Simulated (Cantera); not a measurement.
Input (Python, Cantera):

```python
import numpy as np
import cantera as ct

gas = ct.Solution("gri30.yaml")
gas.TPX = 1075, 830000, {'CH4': 1, 'O2': 2.7, 'N2': 10.2}
reactor = ct.IdealGasConstPressureReactor(gas, energy="on", clone=False)
net = ct.ReactorNet([reactor])
net.rtol, net.atol = 1e-08, 1e-16
show = ['CH4', 'O2', 'NO2', 'H2', 'H2O2', 'N2O', 'CH2']
times = np.geomspace(4e-06, 0.5, 10)

steps = ct.SolutionArray(gas, extra=["t"])
rows = []
print(f"{'t/s':>10s}{'T/K':>9s}{'P/Pa':>11s}" + "".join(f"{s:>11s}" for s in show))
for t in times:
    while net.time < t:
        t_next = net.step()
        steps.append(gas.state, t=t_next)
    rows.append([np.interp(t, steps.t, y) for y in (steps.T, steps.P, *steps(*show).X.T)])
    print(f"{t:10.3e}{rows[-1][0]:9.1f}{rows[-1][1]:11.4g}" + "".join(f"{x:11.3e}" for x in rows[-1][2:]))
rate = np.gradient(steps.T, steps.t)
print("integrator steps:", len(steps.t))
if steps.T.max() > steps.T[0] + 200:
    print(f"time of steepest temperature rise: {steps.t[rate.argmax()]:.4e} s")
gas.TPX = 1075, 830000, {'CH4': 1, 'O2': 2.7, 'N2': 10.2}
gas.equilibrate("HP")
print(f"equilibrium (HP): T = {gas.T:.1f} K  " + "  ".join(f"{s} {gas[s].X[0]:.3e}" for s in show))
```

It prints:

```
       t/s      T/K       P/Pa        CH4         O2        NO2         H2       H2O2        N2O        CH2
 4.000e-06   1075.0    8.3e+05  7.194e-02  1.942e-01  7.655e-31  3.775e-13  3.207e-12  3.404e-17  1.259e-20
 1.474e-05   1075.0    8.3e+05  7.194e-02  1.942e-01  1.452e-28  3.404e-12  4.304e-11  3.746e-16  1.782e-19
 5.429e-05   1075.0    8.3e+05  7.194e-02  1.942e-01  2.759e-26  4.282e-11  5.574e-10  4.748e-15  2.692e-18
 2.000e-04   1075.0    8.3e+05  7.194e-02  1.942e-01  5.100e-24  7.212e-10  6.297e-09  6.147e-14  5.118e-17
 7.368e-04   1075.0    8.3e+05  7.194e-02  1.942e-01  1.194e-21  2.015e-08  4.814e-08  7.868e-13  1.671e-15
 2.714e-03   1075.1    8.3e+05  7.193e-02  1.942e-01  2.657e-19  4.650e-07  1.563e-07  8.103e-12  1.296e-14
 1.000e-02   1075.8    8.3e+05  7.180e-02  1.941e-01  3.422e-17  6.229e-06  5.981e-07  7.171e-11  5.892e-14
 3.684e-02   2464.4    8.3e+05  7.029e-18  4.642e-02  1.002e-05  1.125e-03  5.623e-07  1.468e-06  9.818e-18
 1.357e-01   2461.5    8.3e+05  6.924e-18  4.563e-02  1.196e-05  1.118e-03  5.542e-07  1.479e-06  9.438e-18
 5.000e-01   2461.5    8.3e+05  6.924e-18  4.563e-02  1.196e-05  1.118e-03  5.542e-07  1.479e-06  9.438e-18
integrator steps: 2259
time of steepest temperature rise: 2.7645e-02 s
equilibrium (HP): T = 2461.5 K  CH4 9.777e-18  O2 4.563e-02  NO2 1.196e-05  H2 1.118e-03  H2O2 5.542e-07  N2O 1.479e-06  CH2 1.381e-17
```

Detailed kinetics in Cantera: GRI-Mech 3.0 (53 species, 325 reactions).
